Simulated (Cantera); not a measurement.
An isothermal, constant-pressure homogeneous reactor starts with C2H6 : H2 = 1 : 53 (molar parts), at 1850 K and 0.890 bar.

Computed with Cantera and GRI-Mech 3.0 (53 species, 325 reactions). GRI-Mech 3.0 stops at C3 and has no aromatics, soot or wall deposition, so with more carbon than oxygen in the feed, carbon stays in small species such as C2H2 where larger ones or solid carbon would form.

x: mole fraction; the columns are a selection and need not sum to one.

| t (s) | x C2H6 | x H2 | x C2H2 | x CH4 | x CH3 |
|---|---|---|---|---|---|
| 0.000600 | 3.01e-6 | 0.970 | 0.00710 | 0.0217 | 0.000248 |
| 0.00135 | 2.88e-6 | 0.970 | 0.00735 | 0.0213 | 0.000242 |
| 0.00304 | 2.61e-6 | 0.971 | 0.00785 | 0.0202 | 0.000231 |
| 0.00684 | 2.14e-6 | 0.972 | 0.00882 | 0.0182 | … |
| 0.0154 | 1.47e-6 | 0.974 | 0.0104 | 0.0149 | … |
| 0.0346 | 8.00e-7 | 0.976 | 0.0124 | 0.0108 | … |
| 0.0780 | 3.86e-7 | 0.978 | 0.0142 | 0.00702 | … |
| 0.175 | 2.29e-7 | 0.979 | 0.0152 | 0.00490 | … |
| 0.395 | 1.98e-7 | 0.979 | 0.0155 | 0.00435 | 5.07e-5 |
| 0.889 | 1.96e-7 | 0.979 | 0.0155 | 0.00432 | 5.04e-5 |
| 2.00 | 1.96e-7 | 0.979 | 0.0155 | 0.00432 | 5.04e-5 |

### Question
Fill in the missing entries.

### Answer

- 0.00684, x CH3: 0.000208
- 0.0154, x CH3: 0.000171
- 0.0346, x CH3: 0.000124
- 0.0780, x CH3: 8.15e-5
- 0.175, x CH3: 5.70e-5
